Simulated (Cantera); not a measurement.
## Equilibrium for abatement and gas-phase synthesis: HBr + H2 + O2

Input: 1 mol HBr, 0.42 mol H2, 0.53 mol O2, equilibrated at 1.33 mbar.

Equilibrium computed with Cantera from the NASA thermochemical tables; the gas is ideal and each condensed phase is pure. Candidate condensed phases: Br2, H2O; 12 gas species. Kinetics and transport are ignored.

```
T (K)     x H2O       x H     x Br     x Br2       x O     x HBr      x H2     x O2      x OH
-----  --------  --------  -------  --------  --------  --------  --------  -------  --------
525       0.617    <1e-12  2.28e-6     0.336    <1e-12   3.69e-5    <1e-12   0.0470    <1e-12
725       0.615    <1e-12  0.00105     0.333    <1e-12   0.00294    <1e-12   0.0477  6.28e-10
925       0.586    <1e-12   0.0328     0.295  8.51e-11    0.0319  5.41e-10   0.0538   2.13e-7
1125      0.489  4.34e-10    0.215     0.136   3.21e-8    0.0951   1.27e-7   0.0646   8.70e-6
1325      0.431   1.13e-7    0.386    0.0182   1.88e-6     0.102   6.35e-6   0.0622  0.000112
1525      0.431   7.41e-6    0.427   0.00210   3.68e-5    0.0823  0.000131   0.0564  0.000758
1725      0.433  0.000187    0.443  0.000362  0.000363    0.0668   0.00135   0.0521   0.00330
1925      0.422   0.00238    0.450   8.71e-5   0.00225    0.0546   0.00828   0.0500    0.0105
2125      0.374    0.0176    0.445   2.60e-5    0.0104    0.0420    0.0313   0.0529    0.0261
2325      0.260    0.0793    0.416   8.40e-6    0.0386    0.0272    0.0692   0.0605    0.0497
2525      0.107     0.220    0.353   2.62e-6     0.107    0.0132    0.0825   0.0567    0.0609
2725     0.0189     0.371    0.293   8.79e-7     0.195   0.00478    0.0472   0.0314    0.0390
2925    0.00182     0.441    0.267   3.92e-7     0.246   0.00160    0.0167   0.0107    0.0151
3125   0.000167     0.462    0.260   2.15e-7     0.264  0.000585   0.00545  0.00318   0.00516
```
x: gas mole fraction; nothing condenses.

From 525 K to 3125 K nothing is condensed.
